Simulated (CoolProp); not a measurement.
Saturated liquid density (kg/m³) of n-perfluorobutane: the reference equation beside estimates from Tc = 113.2 °C, pc = 2322 kPa, ω = 0.372. Rackett uses Z = 0.29056 − 0.08775 ω.

The numbers come from the reference Helmholtz-energy equation of state, Gao 2022 in CoolProp.

```json
[
 {"T (°C)": "26.45", "reference": "1490", "Rackett": "1616", "van der Waals": "912.4", "Redlich-Kwong": "1299", "Soave-Redlich-Kwong": "1390", "Peng-Robinson": "1576"},
 {"T (°C)": "29.75", "reference": "1477", "Rackett": "1600", "van der Waals": "903.7", "Redlich-Kwong": "1283", "Soave-Redlich-Kwong": "1374", "Peng-Robinson": "1559"},
 {"T (°C)": "33.05", "reference": "1463", "Rackett": "1584", "van der Waals": "894.8", "Redlich-Kwong": "1267", "Soave-Redlich-Kwong": "1358", "Peng-Robinson": "1541"},
 {"T (°C)": "36.45", "reference": "1449", "Rackett": "1567", "van der Waals": "885.5", "Redlich-Kwong": "1251", "Soave-Redlich-Kwong": "1341", "Peng-Robinson": "1522"},
 {"T (°C)": "39.75", "reference": "1435", "Rackett": "1551", "van der Waals": "876.2", "Redlich-Kwong": "1234", "Soave-Redlich-Kwong": "1324", "Peng-Robinson": "1503"},
 {"T (°C)": "43.05", "reference": "1421", "Rackett": "1534", "van der Waals": "866.7", "Redlich-Kwong": "1217", "Soave-Redlich-Kwong": "1307", "Peng-Robinson": "1483"},
 {"T (°C)": "46.35", "reference": "1406", "Rackett": "1516", "van der Waals": "856.9", "Redlich-Kwong": "1199", "Soave-Redlich-Kwong": "1289", "Peng-Robinson": "1463"},
 {"T (°C)": "49.65", "reference": "1392", "Rackett": "1499", "van der Waals": "846.9", "Redlich-Kwong": "1181", "Soave-Redlich-Kwong": "1270", "Peng-Robinson": "1441"},
 {"T (°C)": "52.95", "reference": "1376", "Rackett": "1480", "van der Waals": "836.6", "Redlich-Kwong": "1163", "Soave-Redlich-Kwong": "1250", "Peng-Robinson": "1419"},
 {"T (°C)": "56.35", "reference": "1360", "Rackett": "1461", "van der Waals": "825.7", "Redlich-Kwong": "1143", "Soave-Redlich-Kwong": "1230", "Peng-Robinson": "1396"},
 {"T (°C)": "59.65", "reference": "1343", "Rackett": "1442", "van der Waals": "814.8", "Redlich-Kwong": "1123", "Soave-Redlich-Kwong": "1209", "Peng-Robinson": "1372"},
 {"T (°C)": "62.95", "reference": "1326", "Rackett": "1422", "van der Waals": "803.5", "Redlich-Kwong": "1103", "Soave-Redlich-Kwong": "1187", "Peng-Robinson": "1347"},
 {"T (°C)": "66.25", "reference": "1309", "Rackett": "1401", "van der Waals": "791.8", "Redlich-Kwong": "1082", "Soave-Redlich-Kwong": "1165", "Peng-Robinson": "1321"}
]
```

Absolute difference from the reference over all 13 rows, mean and median: Rackett 7.8 and 7.8 %, van der Waals 39.1 and 39.1 %, Redlich-Kwong 14.9 and 14.7 %, Soave-Redlich-Kwong 8.6 and 8.3 %, Peng-Robinson 3.8 and 4.1 %.
